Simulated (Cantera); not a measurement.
Input: 1 mol Si2Cl6, 18 mol NH3, 38 mol N2, held at 1450 K and 30.0 Pa.

Cantera equilibrium calculation (NASA polynomials, part measured and part estimated; ideal gas, pure solids and liquids). Candidate condensed phases: NH4Cl, Si, Si3N4; 28 gas species. The feed counts by its element totals alone. The tables' values for SiCl3 are old estimates; treat these amounts as uncertain. The numbers say what is thermodynamically allowed, not how fast it happens.

Base state: N2 0.606, H2 0.323, HCl 0.0630, SiCl2 0.00784, H 0.000310, SiCl3 5.23e-5, Cl 4.93e-5 (mole fractions); condensed: Si3N4(s).

What changes in the equilibrium state with this change: temperature from 1450 K to 1073.15 K?


```csv
species,before,after
N2,0.606,0.604
H2,0.323,0.317
HCl,0.0630,0.0792
SiCl2,0.00784,5.95e-6
H,0.000310,4.57e-7
Cl,4.93e-5,1.03e-7
"Si3N4(s), mol",0.466,0.666
```

What changes in the equilibrium state with this change: temperature from 1450 K to 1173.15 K?


```csv
species,before,after
N2,0.606,0.604
H2,0.323,0.317
HCl,0.0630,0.0791
SiCl2,0.00784,7.41e-5
H,0.000310,3.85e-6
Cl,4.93e-5,8.38e-7
"Si3N4(s), mol",0.466,0.664
```

What changes in the equilibrium state with this change: Si2Cl6 replaced by trisilylamine?


| species | before | after |
|---|---|---|
| N2 | 0.606 | 0.591 |
| H2 | 0.323 | 0.409 |
| H | 0.000310 | 0.000349 |
| HCl | 0.0630 | 0 |
| SiCl2 | 0.00784 | 0 |
| SiCl3 | 5.23e-5 | 0 |
| Cl | 4.93e-5 | 0 |
| Si3N4(s), mol | 0.466 | 1.000 |
